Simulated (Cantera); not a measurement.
Equilibrium for silicon carbide growth: (CH3)2SiCl2 + CH4 + H2

Input: 1 mol (CH3)2SiCl2, 0.058 mol CH4, 5.7 mol H2, equilibrated at 2.70 mbar.

Method: chemical equilibrium by Gibbs-energy minimisation in Cantera with the NASA 1993 tables (ideal gas, pure condensed phases). Candidate condensed phases: C, C6H6, C7H8, C8H18, Si, SiC; 109 gas species. The feed counts by its element totals alone. The tables' values for SiCl, SiCl3 are old estimates; treat these amounts as uncertain. Equilibrium is a limit: real reactors are often held back by kinetics, nucleation or transport.

```tsv
T (°C)	log p H2	log p HCl	log p H	log p SiCl2	n C(graphite)	n SiC(s)
1077	-2.67	-3.26	-6.96	-5.83	1.06	0.994
1177	-2.67	-3.26	-6.36	-5.60	1.07	0.990
1277	-2.67	-3.27	-5.84	-5.40	1.07	0.985
1377	-2.67	-3.27	-5.38	-5.23	1.08	0.978
1477	-2.67	-3.28	-4.97	-5.08	1.09	0.969
1577	-2.67	-3.28	-4.60	-4.96	1.10	0.958
1677	-2.67	-3.30	-4.28	-4.86	1.11	0.942
```
log p: log10 of the partial pressure in bar; n: condensed amount in mol.

From 1077 °C to 1677 °C the condensed part is C(graphite) + SiC(s). The main Si-bearing gas is SiCl2 throughout. The share of Si in condensed phases is highest at 1077 °C (99.4 %) and lowest at 1677 °C (94.2 %).
